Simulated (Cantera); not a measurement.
An adiabatic, constant-volume homogeneous reactor starts with H₂ : O₂ : N₂ = 1 : 0.758 : 8.33 (molar parts), at 1400 K and 390 Torr. Integrator tolerance rtol = 1e-08.

Cantera simulation using GRI-Mech 3.0 (53 species, 325 reactions); the numbers are that mechanism's predictions, not measurements.

What does this change do: O2 0.758 to 0.36 parts?


| quantity | before | after |
|---|---|---|
| time of steepest temperature rise | 80.3 µs | 0.132 ms |
| temperature at 8.00 s | 2232 K | 2065 K |
| equilibrium temperature | 2232 K | 2065 K |
| x(H₂) at 8.00 s | 0.00103 (gas-phase equilibrium 0.00103) | 0.0299 (gas-phase equilibrium 0.0299) |
| x(O₂) at 8.00 s | 0.0239 (gas-phase equilibrium 0.0239) | 1.95e-6 (gas-phase equilibrium 1.95e-6) |
| x(NO) at 8.00 s | 0.00481 (gas-phase equilibrium 0.00481) | 2.96e-5 (gas-phase equilibrium 2.96e-5) |
| x(H) at 8.00 s | 0.000246 (gas-phase equilibrium 0.000246) | 0.000505 (gas-phase equilibrium 0.000505) |
| x(OH) at 8.00 s | 0.00352 (gas-phase equilibrium 0.00352) | 0.000146 (gas-phase equilibrium 0.000146) |

What does this change do: pressure from 390 Torr to 750 Torr?


| quantity | before | after |
|---|---|---|
| time of steepest temperature rise | 80.3 µs | 42.6 µs |
| temperature at 8.00 s | 2232 K | 2239 K |
| equilibrium temperature | 2232 K | 2239 K |
| x(H₂) at 8.00 s | 0.00103 (gas-phase equilibrium 0.00103) | 0.000778 (gas-phase equilibrium 0.000778) |
| x(O₂) at 8.00 s | 0.0239 (gas-phase equilibrium 0.0239) | 0.0239 (gas-phase equilibrium 0.0239) |
| x(NO) at 8.00 s | 0.00481 (gas-phase equilibrium 0.00481) | 0.00488 (gas-phase equilibrium 0.00488) |
| x(H) at 8.00 s | 0.000246 (gas-phase equilibrium 0.000246) | 0.000159 (gas-phase equilibrium 0.000159) |
| x(OH) at 8.00 s | 0.00352 (gas-phase equilibrium 0.00352) | 0.00307 (gas-phase equilibrium 0.00307) |

What does this change do: pressure from 390 Torr to 7500 Torr?


| quantity | before | after |
|---|---|---|
| time of steepest temperature rise | 80.3 µs | 5.32 µs |
| temperature at 8.00 s | 2232 K | 2253 K |
| equilibrium temperature | 2232 K | 2253 K |
| x(H₂) at 8.00 s | 0.00103 (gas-phase equilibrium 0.00103) | 0.000269 (gas-phase equilibrium 0.000269) |
| x(O₂) at 8.00 s | 0.0239 (gas-phase equilibrium 0.0239) | 0.0240 (gas-phase equilibrium 0.0240) |
| x(NO) at 8.00 s | 0.00481 (gas-phase equilibrium 0.00481) | 0.00504 (gas-phase equilibrium 0.00504) |
| x(H) at 8.00 s | 0.000246 (gas-phase equilibrium 0.000246) | 3.19e-5 (gas-phase equilibrium 3.19e-5) |
| x(OH) at 8.00 s | 0.00352 (gas-phase equilibrium 0.00352) | 0.00183 (gas-phase equilibrium 0.00183) |
The hydrogen kinetics of GRI-Mech 3.0 are dated; newer H2 mechanisms differ, most at raised pressure.
